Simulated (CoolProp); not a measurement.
A simple Rankine cycle with the fluoroketone C6F12O (FK-5-1-12): condensing at 302.15 K, boiler at 0.291 MPa, turbine inlet 371.6 K, turbine efficiency 0.7, pump efficiency 0.7, no recuperator. Each further row changes one setting.

Model: reference Helmholtz-energy equation of state, McLinden 2015, in CoolProp.

```json
[
 {"case": "as stated", "thermal efficiency (%)": "7.3", "net work (kJ/kg)": "11.1", "heat in (kJ/kg)": "153", "turbine exit temperature (K)": "…", "volume ratio over the turbine": "…"},
 {"case": "turbine inlet 391.6 K", "thermal efficiency (%)": "6.9", "net work (kJ/kg)": "11.9", "heat in (kJ/kg)": "…", "turbine exit temperature (K)": "375.6", "volume ratio over the turbine": "…"},
 {"case": "condensing temperature 294.15 K", "thermal efficiency (%)": "8.2", "net work (kJ/kg)": "13.2", "heat in (kJ/kg)": "161", "turbine exit temperature (K)": "353.0", "volume ratio over the turbine": "…"},
 {"case": "boiler pressure 0.204 MPa", "thermal efficiency (%)": "…", "net work (kJ/kg)": "…", "heat in (kJ/kg)": "154", "turbine exit temperature (K)": "359.2", "volume ratio over the turbine": "4.39"},
 {"case": "turbine efficiency 0.6", "thermal efficiency (%)": "6.2", "net work (kJ/kg)": "9.51", "heat in (kJ/kg)": "153", "turbine exit temperature (K)": "…", "volume ratio over the turbine": "6.49"}
]
```

Question: Fill in the missing entries.

Answer: 
- as stated, turbine exit temperature (K): 355.5
- as stated, volume ratio over the turbine: 6.45
- turbine inlet 391.6 K, heat in (kJ/kg): 172
- turbine inlet 391.6 K, volume ratio over the turbine: 6.33
- condensing temperature 294.15 K, volume ratio over the turbine: 9.02
- boiler pressure 0.204 MPa, thermal efficiency (%): 6.0
- boiler pressure 0.204 MPa, net work (kJ/kg): 9.16
- turbine efficiency 0.6, turbine exit temperature (K): 357.3
